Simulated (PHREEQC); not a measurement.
Solution (25 °C): 0.012 mol KOH and 0.0025 mol KH2PO4 per kg of water. Closed to the air; pH follows from the charge balance.

All values are PHREEQC results (ion-association model, phreeqc.dat), not measurements.

Task: The ionic strength comes out as 0.0189 mol/kgw. What activity coefficients do HPO4-2, KHPO4-, PO4-3, OH-, K+ get?

Result: HPO4-2 0.59, KHPO4- 0.88, PO4-3 0.29, OH- 0.87, K+ 0.87.

No solid was allowed to form.
